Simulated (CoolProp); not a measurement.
Vapour pressure (MPa) of carbonyl sulfide: the reference equation beside estimates from Tc = 105.6 °C, pc = 6.369 MPa, ω = 0.098.

Model: reference Helmholtz-energy equation of state, Lemmon 2006, in CoolProp. It is a short technical equation, of lower accuracy than the large ones.

```json
[
 {"T (°C)": "26.65", "reference": "1.335", "Redlich-Kwong": "1.451", "Peng-Robinson": "1.335"},
 {"T (°C)": "32.65", "reference": "1.542", "Redlich-Kwong": "1.671", "Peng-Robinson": "1.543"},
 {"T (°C)": "38.65", "reference": "1.771", "Redlich-Kwong": "1.913", "Peng-Robinson": "1.774"},
 {"T (°C)": "44.65", "reference": "2.024", "Redlich-Kwong": "2.177", "Peng-Robinson": "2.030"},
 {"T (°C)": "50.65", "reference": "2.302", "Redlich-Kwong": "2.466", "Peng-Robinson": "2.311"},
 {"T (°C)": "56.75", "reference": "2.613", "Redlich-Kwong": "2.784", "Peng-Robinson": "2.625"},
 {"T (°C)": "62.75", "reference": "2.946", "Redlich-Kwong": "3.123", "Peng-Robinson": "2.962"},
 {"T (°C)": "68.75", "reference": "3.310", "Redlich-Kwong": "3.489", "Peng-Robinson": "3.331"}
]
```

Absolute difference from the reference over all 8 rows, mean and median: Redlich-Kwong 7.2 and 7.3 %, Peng-Robinson 0.3 and 0.3 %.
